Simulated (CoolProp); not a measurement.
Vapour-liquid equilibrium of cis-2-butene (1) + acetone (2) at 342.7 K; x and y are mole fractions of (1).

Model: multi-fluid Helmholtz-energy mixture model, Lemmon 2005 and Lemmon 2006; pair parameters Bell 2016, in CoolProp.

Task: Give the bubble pressure and the first vapour's composition at x = 0.05, 0.5, 0.65. Is there an azeotrope?

Result: x = 0.05: 2.233 bar, y = 0.313; x = 0.5: 5.707 bar, y = 0.806; x = 0.65: 6.255 bar, y = 0.849. No azeotrope shows between x = 0.05 and 0.95.

The pair parameters rest on a limited set of measurements; away from them the model extrapolates.
